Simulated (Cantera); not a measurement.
A perfectly stirred reactor is fed with C₃H₈ : O₂ : N₂ : H₂O = 1 : 10.2 : 65.3 : 0.15 (molar parts), equivalence ratio 0.49, at 2180 Torr; it is adiabatic with a 575 K inlet, and is followed from long to short residence time, starting on the burning branch (τ in s: 0.03, 0.017, 0.0096, 0.0054, 0.003, 0.0017, 0.00097, 0.00055, 0.00031, 0.00017, 9.9e-05, 5.6e-05, 3.1e-05).

Detailed kinetics in Cantera: GRI-Mech 3.0 (53 species, 325 reactions). GRI-Mech 3.0 was tuned for natural gas; its chemistry of propane as a main component is partial and can be far from experiment.

Task: Predict: blow-out, bracketed by the residence times tried; x(C₃H₈) at τ = 30.0 ms; x(O₂) at τ = 30.0 ms; x(O) at τ = 30.0 ms; x(CH₂O) at τ = 30.0 ms; x(CO) at τ = 30.0 ms; x(C₃H₈) at τ = 0.970 ms; x(O₂) at τ = 0.970 ms.

Result: 
- blow-out, bracketed by the residence times tried: burning at 9.60 ms, out at 5.40 ms
- x(C₃H₈) at τ = 30.0 ms: 1.38e-5
- x(O₂) at τ = 30.0 ms: 0.0679
- x(O) at τ = 30.0 ms: 2.26e-5
- x(CH₂O) at τ = 30.0 ms: 6.75e-6
- x(CO) at τ = 30.0 ms: 0.00146
- x(C₃H₈) at τ = 0.970 ms: 0.0130
- x(O₂) at τ = 0.970 ms: 0.133
